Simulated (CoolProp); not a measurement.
Nitrogen along the isobar 3.97 MPa: density (kg/m³) from the reference equation and from simpler models built on Tc = -147.0 °C, pc = 3.396 MPa, ω = 0.037; each cubic takes its own stable root.

The numbers come from the reference Helmholtz-energy equation of state, Span 2000 in CoolProp.

```json
[
 {"T (°C)": "-165.65", "phase": "liquid", "reference": "663.3", "Redlich-Kwong": "640.3", "Soave-Redlich-Kwong": "640.9"},
 {"T (°C)": "-152.55", "phase": "liquid", "reference": "…", "Redlich-Kwong": "508.4", "Soave-Redlich-Kwong": "509.7"},
 {"T (°C)": "-139.45", "phase": "supercritical", "reference": "189.8", "Redlich-Kwong": "189.9", "Soave-Redlich-Kwong": "188.1"},
 {"T (°C)": "-126.35", "phase": "supercritical", "reference": "127.4", "Redlich-Kwong": "…", "Soave-Redlich-Kwong": "127.1"},
 {"T (°C)": "-113.25", "phase": "supercritical", "reference": "104.3", "Redlich-Kwong": "105.1", "Soave-Redlich-Kwong": "…"},
 {"T (°C)": "-100.05", "phase": "supercritical", "reference": "90.28", "Redlich-Kwong": "90.95", "Soave-Redlich-Kwong": "89.91"},
 {"T (°C)": "-86.95", "phase": "supercritical", "reference": "80.49", "Redlich-Kwong": "81.08", "Soave-Redlich-Kwong": "80.09"},
 {"T (°C)": "-73.85", "phase": "supercritical", "reference": "73.03", "Redlich-Kwong": "73.56", "Soave-Redlich-Kwong": "72.64"},
 {"T (°C)": "-60.75", "phase": "supercritical", "reference": "67.09", "Redlich-Kwong": "67.57", "Soave-Redlich-Kwong": "66.70"},
 {"T (°C)": "-47.65", "phase": "supercritical", "reference": "62.19", "Redlich-Kwong": "62.64", "Soave-Redlich-Kwong": "61.82"},
 {"T (°C)": "-34.55", "phase": "supercritical", "reference": "58.06", "Redlich-Kwong": "58.47", "Soave-Redlich-Kwong": "…"},
 {"T (°C)": "-21.45", "phase": "supercritical", "reference": "54.51", "Redlich-Kwong": "54.90", "Soave-Redlich-Kwong": "54.18"},
 {"T (°C)": "-8.35", "phase": "supercritical", "reference": "51.42", "Redlich-Kwong": "51.78", "Soave-Redlich-Kwong": "51.11"},
 {"T (°C)": "4.75", "phase": "supercritical", "reference": "48.69", "Redlich-Kwong": "49.04", "Soave-Redlich-Kwong": "48.41"}
]
```

Question: What belongs in the gaps?

Answer: 
- -152.55, reference: 557.8
- -126.35, Redlich-Kwong: 128.3
- -113.25, Soave-Redlich-Kwong: 104.0
- -34.55, Soave-Redlich-Kwong: 57.70
